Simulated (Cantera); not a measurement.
N2O furnace oxynitridation

An isothermal, constant-pressure homogeneous reactor starts with N2O : H2 : N2 = 1 : 0.04 : 0.11 (molar parts), at 1300 K and 825 Torr.

Cantera simulation using GRI-Mech 3.0 (53 species, 325 reactions); the numbers are that mechanism's predictions, not measurements. GRI-Mech 3.0 was tuned for natural gas; its chemistry of N2O as a main component is partial and can be far from experiment. The mechanism lacks the step 2 NO + O2 → 2 NO2, which can matter for NO2 below about 1400 K. The temperature is held fixed by assumption; the heat of reaction is taken as removed at once.

```csv
t (s),x N2O,x H2,x NO,x NO2,x OH,x HO2,x O
4.00e-5,0.869,0.0340,3.25e-5,2.08e-8,3.42e-5,2.85e-6,3.15e-6
0.000123,0.864,0.0294,0.000167,6.05e-7,7.77e-5,6.99e-6,4.27e-6
0.000380,0.847,0.0143,0.000485,4.02e-6,9.63e-5,8.64e-6,5.77e-6
0.00117,0.831,0.00225,0.000916,3.93e-5,6.18e-5,7.64e-6,7.27e-6
0.00360,0.817,6.78e-5,0.00190,0.000217,4.21e-5,4.55e-6,7.51e-6
0.0111,0.781,1.78e-7,0.00487,0.000501,4.47e-5,2.84e-6,7.11e-6
0.0342,0.685,1.27e-7,0.0131,0.000700,4.78e-5,1.36e-6,6.59e-6
0.105,0.477,1.02e-7,0.0300,0.000793,4.54e-5,5.51e-7,5.64e-6
0.324,0.197,6.97e-8,0.0493,0.000780,3.54e-5,2.15e-7,3.64e-6
0.999,0.0290,2.19e-8,0.0554,0.000693,1.77e-5,7.49e-8,9.62e-7
3.08,0.000316,4.20e-9,0.0551,0.000698,5.72e-6,2.39e-8,9.85e-8
9.48,7.70e-7,3.96e-9,0.0550,0.000703,5.41e-6,2.27e-8,8.77e-8
29.2,7.68e-7,3.96e-9,0.0550,0.000702,5.41e-6,2.27e-8,8.77e-8
90.0,7.63e-7,3.96e-9,0.0548,0.000700,5.41e-6,2.27e-8,8.77e-8
```
x: mole fraction; the columns are a selection and need not sum to one.

Equilibrium at this temperature and pressure: N2O 2.83e-8, H2 3.77e-9, NO 0.000438, NO2 5.88e-6, OH 5.54e-6, HO2 2.45e-8, O 9.21e-8 (gas phase only).
